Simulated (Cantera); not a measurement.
Cantera with NASA thermochemical tables; ideal gases at 1 bar, condensed phases pure. Values are per mole of reaction as written; species without (g) are pure solids or liquids, kept so even where they would boil at 1 bar. The tables' values for SiF₂ are old estimates.

Si₂C(g) + F₂(g) = 2 Si + CF₂(g)

| T (K) | ΔH° (kJ) | ΔS° (J/K) | ΔG° (kJ) | log10 K |
|---|---|---|---|---|
| 300 | [?] | [?] | [?] | [?] |
| 473 | -717.0 | -165.1 | -638.9 | 70.55 |
| 498 | -716.8 | -164.8 | -634.7 | 66.57 |
| 523 | [?] | [?] | [?] | [?] |
| 548 | [?] | [?] | [?] | [?] |
| 573 | [?] | [?] | [?] | [?] |
| 598 | -716.1 | -163.5 | -618.3 | 54.01 |
| 623 | -715.9 | -163.1 | -614.2 | 51.50 |

Problem. Complete the blanks.

Solution. 
- 300, ΔH° (kJ): -717.6
- 300, ΔS° (J/K): -166.6
- 300, ΔG° (kJ): -667.6
- 300, log10 K: 116.23
- 523, ΔH° (kJ): -716.6
- 523, ΔS° (J/K): -164.5
- 523, ΔG° (kJ): -630.6
- 523, log10 K: 62.98
- 548, ΔH° (kJ): -716.4
- 548, ΔS° (J/K): -164.1
- 548, ΔG° (kJ): -626.5
- 548, log10 K: 59.72
- 573, ΔH° (kJ): -716.3
- 573, ΔS° (J/K): -163.8
- 573, ΔG° (kJ): -622.4
- 573, log10 K: 56.74
